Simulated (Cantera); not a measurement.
An adiabatic, constant-volume homogeneous reactor starts with CH₄ : O₂ : N₂ = 1 : 1.67 : 6 (molar parts), equivalence ratio 1.2, at 1448 K and 640000 Pa. Integrator tolerance rtol = 1e-08.

Cantera simulation using GRI-Mech 3.0 (53 species, 325 reactions); the numbers are that mechanism's predictions, not measurements. Above 3000 K some thermodynamic fits are extrapolated.

Question: What does this change do: O2 1.67 to 1.1 parts?

Answer: 
| quantity | before | after |
|---|---|---|
| time of steepest temperature rise | 0.449 ms | 0.814 ms |
| temperature at 6.00 s | 3106 K | 2668 K |
| equilibrium temperature | 3106 K | 2668 K |
| x(CH₄) at 6.00 s | 1.45e-12 (gas-phase equilibrium 1.77e-12) | 2.64e-10 (gas-phase equilibrium 2.96e-10) |
| x(O₂) at 6.00 s | 0.00652 (gas-phase equilibrium 0.00652) | 1.57e-5 (gas-phase equilibrium 1.57e-5) |
| x(C₂H₂) at 6.00 s | <1e-12 (gas-phase equilibrium <1e-12) | <1e-12 (gas-phase equilibrium <1e-12) |
| x(H₂) at 6.00 s | 0.0344 (gas-phase equilibrium 0.0344) | 0.103 (gas-phase equilibrium 0.103) |
| x(NO) at 6.00 s | 0.00863 (gas-phase equilibrium 0.00863) | 0.000241 (gas-phase equilibrium 0.000241) |
| x(H₂O₂) at 6.00 s | 1.04e-6 (gas-phase equilibrium 1.04e-6) | 1.64e-8 (gas-phase equilibrium 1.64e-8) |
| x(C₂H₄) at 6.00 s | <1e-12 (gas-phase equilibrium <1e-12) | <1e-12 (gas-phase equilibrium <1e-12) |

Question: What does this change do: CH4 1 to 2.1 parts?

Answer: 
```json
[
 {"quantity": "time of steepest temperature rise", "before": "0.449 ms", "after": "0.650 ms"},
 {"quantity": "temperature at 6.00 s", "before": "3106 K", "after": "2531 K"},
 {"quantity": "equilibrium temperature", "before": "3106 K", "after": "2531 K"},
 {"quantity": "x(CH₄) at 6.00 s", "before": "1.45e-12 (gas-phase equilibrium 1.77e-12)", "after": "1.51e-8 (gas-phase equilibrium 1.70e-8)"},
 {"quantity": "x(O₂) at 6.00 s", "before": "0.00652 (gas-phase equilibrium 0.00652)", "after": "4.59e-7 (gas-phase equilibrium 4.59e-7)"},
 {"quantity": "x(C₂H₂) at 6.00 s", "before": "<1e-12 (gas-phase equilibrium <1e-12)", "after": "5.18e-11 (gas-phase equilibrium 5.80e-11)"},
 {"quantity": "x(H₂) at 6.00 s", "before": "0.0344 (gas-phase equilibrium 0.0344)", "after": "0.248 (gas-phase equilibrium 0.248)"},
 {"quantity": "x(NO) at 6.00 s", "before": "0.00863 (gas-phase equilibrium 0.00863)", "after": "2.83e-5 (gas-phase equilibrium 2.83e-5)"},
 {"quantity": "x(H₂O₂) at 6.00 s", "before": "1.04e-6 (gas-phase equilibrium 1.04e-6)", "after": "1.74e-9 (gas-phase equilibrium 1.74e-9)"},
 {"quantity": "x(C₂H₄) at 6.00 s", "before": "<1e-12 (gas-phase equilibrium <1e-12)", "after": "<1e-12 (gas-phase equilibrium <1e-12)"}
]
```
